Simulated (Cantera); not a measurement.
Cantera run:

```python
import numpy as np
import cantera as ct

gas_names = """
    B BH BH2 BH3 BN BO BO2 B2 B2O B2O2 B2O3 B3O3H3 H HBO HBO2 HNO HNO2 HNO3 HO2 H2 H2O H2O2 H3B3O6 N NH
    NH2 NH3 NH2OH NO NO2 NO3 N2 N2H2 N2H4 N2O O OH O2 O3
""".split()
cond_names = """
    B(b) B(L) BN(s) B2O3(L) B3O3H3(cr) H2O(s) H2O(L)
""".split()


# ... load() reads the species with a 1 bar reference pressure and builds the phases ...
atoms = {
    'B': {'B': 1},
    'NH3': {'N': 1, 'H': 3},
    'H2O': {'H': 2, 'O': 1},
}
top_T = {'BN(s)': 3200}  # K; cautious upper limits of use, not melting points


# ... equilibrate(T, P, feed) seeds the gas with the atoms and calls Mixture.equilibrate('TP', solver="vcs", rtol=1e-11, max_steps=5000) ...
results = []
feed = {'B': 1, 'NH3': 12, 'H2O': 4.9}  # mol
T = 1825  # K
P = 1333.22  # Pa
mix = equilibrate(T, P, feed)
results.append((T, P, feed, dict(zip(mix.species_names, mix.species_moles))))
print(gas.report(threshold=1e-05))
for i in range(1, mix.n_phases):
    print(f"{mix.phase(i).name:16s} {mix.phase_moles(i):12.5e} mol")
```

Output:

```
       temperature   1825 K
          pressure   1333.2 Pa
           density   0.00090544 kg/m^3
  mean mol. weight   10.305 kg/kmol
   phase of matter   gas

                          1 kg             1 kmol
                     ---------------   ---------------
          enthalpy         8.707e+05        8.9727e+06  J
   internal energy       -6.0176e+05       -6.2012e+06  J
           entropy             24748        2.5503e+05  J/K
    Gibbs function       -4.4295e+07       -4.5646e+08  J
 heat capacity c_p            3595.3             37050  J/K
 heat capacity c_v            2788.5             28736  J/K

                      mass frac. Y      mole frac. X     chem. pot. / RT
                     ---------------   ---------------   ---------------
                BO        0.00012673        4.8715e-05           -42.398
               BO2        5.2503e-05        1.2639e-05           -68.107
              B2O3         0.0052611        0.00077879            -110.5
                 H         0.0003031         0.0030987           -11.963
               HBO         0.0016158        0.00059858            -54.36
              HBO2           0.13494          0.031738           -80.069
                H2           0.12913           0.66006           -23.926
               H2O            0.1746          0.099879           -49.634
                N2            0.5539           0.20376           -32.544
                OH        5.4095e-05        3.2778e-05           -37.672
     [  +29 minor]        1.1923e-05         2.635e-06

B(b)              0.00000e+00 mol
BN(s)             0.00000e+00 mol
B2O3(L)           0.00000e+00 mol
B3O3H3(cr)        0.00000e+00 mol
```

These are equilibrium values from Cantera (NASA tables, ideal gas, pure condensed phases), not measurements of a reactor.
